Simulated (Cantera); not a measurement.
Mixture: CO : H₂ : CH₄ : O₂ : N₂ = 1 : 0.03 : 0.95 : 3.14 : 11.8 (molar parts), at 31.6 atm, adiabatic and at constant pressure. Ignition delay is the time to a rise of 400 K.

Computed with Cantera and GRI-Mech 3.0 (53 species, 325 reactions). The pressure lies above the range GRI-Mech 3.0 was tuned for (to about 10 atm).

**Question.** What does this change do: pressure from 31.6 atm to 1.09 atm?

**Answer.** 
| quantity | before | after |
|---|---|---|
| delay at 1250 K | 0.839 ms | 14.0 ms |
| delay at 1450 K | 93.3 µs | 1.28 ms |
| delay at 1650 K | 16.8 µs | 0.238 ms |
| delay at 1850 K | 4.28 µs | 70.9 µs |
| delay at 2050 K | 1.43 µs | 27.6 µs |
| apparent activation energy between 1850 and 2050 K | 170 kJ/mol | 150 kJ/mol |

**Question.** What does this change do: constant volume in place of constant pressure?

**Answer.** 
```json
[
 {"quantity": "delay at 1250 K", "before": "0.839 ms", "after": "0.782 ms"},
 {"quantity": "delay at 1450 K", "before": "93.3 µs", "after": "86.1 µs"},
 {"quantity": "delay at 1650 K", "before": "16.8 µs", "after": "15.5 µs"},
 {"quantity": "delay at 1850 K", "before": "4.28 µs", "after": "3.92 µs"},
 {"quantity": "delay at 2050 K", "before": "1.43 µs", "after": "1.30 µs"},
 {"quantity": "apparent activation energy between 1850 and 2050 K", "before": "170 kJ/mol", "after": "170 kJ/mol"}
]
```
